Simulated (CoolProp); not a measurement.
The numbers come from the reference Helmholtz-energy equation of state, Wagner 2002 in CoolProp.

Problem. Give the vapour pressure (bar), enthalpy of vaporisation (kJ/kg), vapour Z, liquid viscosity (µPa s) of saturated water at 516.2, 528.4, 533.3 K.

Solution. 
| T (K) | p (bar) | enthalpy of vaporisation (kJ/kg) | vapour Z | liquid viscosity (µPa s) |
|---|---|---|---|---|
| 516.2 | 35.3 | 1750 | 0.838 | 110 |
| 528.4 | 43.4 | 1690 | 0.814 | 104 |
| 533.3 | 47.0 | 1660 | 0.804 | 102 |

Viscosity comes from a separate model (Huber 2009).
